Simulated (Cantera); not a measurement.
A closed system holds: 1 mol Pb, 0.23 mol CO, a varied amount of H2, held at 2.10 bar.

Method: chemical equilibrium by Gibbs-energy minimisation in Cantera with the NASA 1993 tables (ideal gas, pure condensed phases). Candidate condensed phases: C, C6H6, C7H8, C8H18, H2O, Pb, PbO, PbO2, Pb3O4; 113 gas species. Equilibrium is a limit: real reactors are often held back by kinetics, nucleation or transport.

### Question
What condenses at these points (T in K, n(H2) in mol): (1323, 0.17); (1273, 5.6); (1573, 0.11); (1173, 0.4); (1573, 1.5)?

### Answer
| T (K) | n(H2) in mol | condensed phases | Pb condensed (%) |
|---|---|---|---|
| 1323 | 0.17 | C + Pb | 99.9 |
| 1273 | 5.6 | Pb | 99.5 |
| 1573 | 0.11 | C + Pb | 99.2 |
| 1173 | 0.4 | C + Pb | 100.0 |
| 1573 | 1.5 | Pb | 96.0 |
